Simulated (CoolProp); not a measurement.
The numbers come from the reference Helmholtz-energy equation of state, Kamei 1995 in CoolProp.

Question: Give the vapour pressure (MPa), liquid density (kg/m³), enthalpy of vaporisation (kJ/kg), liquid cp (kJ/(kg K)) of saturated R22 at 311.3 K.

Answer: 
| T (K) | p (MPa) | liquid density (kg/m³) | enthalpy of vaporisation (kJ/kg) | liquid cp (kJ/(kg K)) |
|---|---|---|---|---|
| 311.3 | 1.47 | 1140 | 169 | 1.33 |
